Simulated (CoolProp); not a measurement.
Properties of nitrous oxide along the isotherm 226.85 °C.

Values from CoolProp's reference Helmholtz-energy equation of state, Lemmon 2006. It is a short technical equation, of lower accuracy than the large ones.

```
p (kPa)          phase       Z  cp (kJ/(kg K))  fugacity coefficient
-------  -------------  ------  --------------  --------------------
1130               gas  0.9904           1.058                0.9904
2260               gas  0.9811           1.075                0.9811
3400               gas  0.9718           1.092                0.9718
4530               gas  0.9629           1.110                0.9628
5660               gas  0.9542           1.128                0.9540
6790               gas  0.9457           1.147                0.9453
7920     supercritical  0.9375           1.167                0.9369
9060     supercritical  0.9296           1.187                0.9285
10200    supercritical  0.9219           1.207                0.9204
11300    supercritical  0.9149           1.227                0.9128
12500    supercritical  0.9077           1.249                0.9046
13600    supercritical  0.9014           1.269                0.8974
14700    supercritical  0.8956           1.289                0.8903
15800    supercritical  0.8902           1.309                0.8835
17000    supercritical  0.8850           1.330                0.8762
18100    supercritical  0.8806           1.349                0.8698
```
